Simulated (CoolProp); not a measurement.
Hydrogen chloride at several states: Z from the reference equation and from simpler models built on Tc = 51.5 °C, pc = 8.314 MPa, ω = 0.130; each cubic takes its own stable root.

Model: reference Helmholtz-energy equation of state, Thol 2018, in CoolProp.

| T (°C) | p (MPa) | phase | reference | Pitzer virial | Soave-Redlich-Kwong | Peng-Robinson |
|---|---|---|---|---|---|---|
| 159.25 | 2.15 | gas | 0.9605 | 0.9665 | 0.9669 | 0.9599 |
| -35.85 | 0.201 | gas | 0.9744 | 0.9775 | 0.9791 | 0.9780 |
| 106.15 | 0.531 | gas | 0.9851 | 0.9869 | 0.9868 | 0.9847 |
